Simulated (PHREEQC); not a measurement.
A solution holds 35 mmol/kgw HF, 0.33 mmol/kgw Na2B4O7 and 88 mmol/kgw NaCl, at 25 °C. Closed to the air; pH follows from the charge balance.

Model: ion-association model, phreeqc.dat, run in PHREEQC.

This is a speciation only: nothing precipitates in the calculation.

### Question
Estimate the pH, specific conductance, ionic strength.

### Answer
pH 2.32; specific conductance 11200 µS/cm; ionic strength 0.0943 mol/kgw.

### Question
In which forms is B present?

### Answer
BF4- 98 %, BF3OH- 1.5 % of the B.

Species that the database lacks are ignored. Real BF4- forms and hydrolyses slowly; the run takes it at equilibrium.
